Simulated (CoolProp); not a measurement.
The numbers come from the reference Helmholtz-energy equation of state, Lemmon 2006 in CoolProp. It is a short technical equation, of lower accuracy than the large ones.

Question: For isopentane, give the phase and the Z, cv (kJ/(kg K)), Joule-Thomson coefficient (K/MPa), isothermal compressibility (1/MPa) at 237.5 K and 12500 kPa.

Answer: 
- 237.5 K and 12500 kPa: liquid; Z 0.669, cv 1.48, Joule-Thomson coefficient -0.523, isothermal compressibility 0.00109
